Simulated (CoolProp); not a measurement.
The numbers come from the reference Helmholtz-energy equation of state, Setzmann 1991 in CoolProp.

### Question
Give the vapour pressure (MPa), liquid cp (kJ/(kg K)), liquid viscosity (µPa s) of saturated methane at -107.25, -98.35, -92.35 °C.

### Answer
```
T (°C)   p (MPa)  liquid cp (kJ/(kg K))  liquid viscosity (µPa s)
-------  -------  ---------------------  ------------------------
-107.25     2.00                   4.81                      43.0
-98.35      2.76                   5.87                      35.6
-92.35      3.37                   7.64                      30.4
```

Viscosity comes from a separate model (Quiñones-Cisneros 2006).
